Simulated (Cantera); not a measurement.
Cantera run:

```python
import numpy as np
import cantera as ct

gas_names = """
    FeC5O5 O2 CO2
""".split()
cond_names = """
    Fe(a) Fe(c) Fe(d) Fe(L)
""".split()


def load(file, names, dense=False):
    # The tables refer to 1 bar. Condensed volumes are neglected.
    table = {s.name: s for s in ct.Species.list_from_file(file)}
    out = []
    for n in names:
        d = dict(table[n].input_data)
        d["thermo"] = dict(d["thermo"], **{"reference-pressure": 1e5})
        if dense:
            d["equation-of-state"] = {"model": "constant-volume", "density": "1e6 g/cm^3"}
        out.append(ct.Species.from_dict(d))
    return out


species = {s.name: s for s in load("nasa_gas.yaml", gas_names) + load("nasa_condensed.yaml", cond_names)}
# Each term lists the table entries of one substance; the one whose range holds T is used.
reactions = {
    '2 Fe(CO)5(g) + 5 O2(g) = 2 Fe + 10 CO2(g)':
        [(-2, ['FeC5O5']), (-5, ['O2']), (2, ['Fe(a)', 'Fe(c)', 'Fe(d)', 'Fe(L)']), (10, ['CO2'])],
}


def pick(names, T):
    return next(species[n] for n in names if species[n].thermo.min_temp <= T <= species[n].thermo.max_temp)


results = []
for label, terms in reactions.items():
    print(label)
    print("     T/K   dH/kJ  dS/(J/K)   dG/kJ   log10 K")
    for T in [300, 1525, 1600, 1675, 1750, 1825, 1900, 1975, 2050, 2125, 2200]:
        used = [(nu, pick(names, T)) for nu, names in terms]
        dH = sum(nu * s.thermo.h(T) for nu, s in used) / 1e6
        dS = sum(nu * s.thermo.s(T) for nu, s in used) / 1e3
        dG = dH - T * dS / 1e3
        logK = -dG * 1e6 / (ct.gas_constant * T * np.log(10))
        results.append((label, T, dH, dS, dG, logK, [s.name for _, s in used]))
        print(f"{T:8g} {dH:8.1f} {dS:8.1f} {dG:8.1f} {logK:8.2f}")
```

Result:

```
2 Fe(CO)5(g) + 5 O2(g) = 2 Fe + 10 CO2(g)
     T/K   dH/kJ  dS/(J/K)   dG/kJ   log10 K
     300  -2479.5    287.7  -2565.8   446.74
    1525  -2508.5    233.8  -2865.1    98.13
    1600  -2509.6    233.1  -2882.6    94.10
    1675  -2508.8    233.6  -2900.1    90.44
    1750  -2509.1    233.4  -2917.6    87.08
    1825  -2481.6    248.6  -2935.3    84.01
    1900  -2481.1    248.9  -2954.0    81.21
    1975  -2480.7    249.1  -2972.6    78.62
    2050  -2480.2    249.3  -2991.3    76.22
    2125  -2479.8    249.5  -3010.0    73.99
    2200  -2479.3    249.8  -3028.8    71.91
```

Standard-state values (1 bar) from the NASA 1993 polynomials, evaluated with Cantera. Condensed species are held in their standard states even where they would react or evaporate.
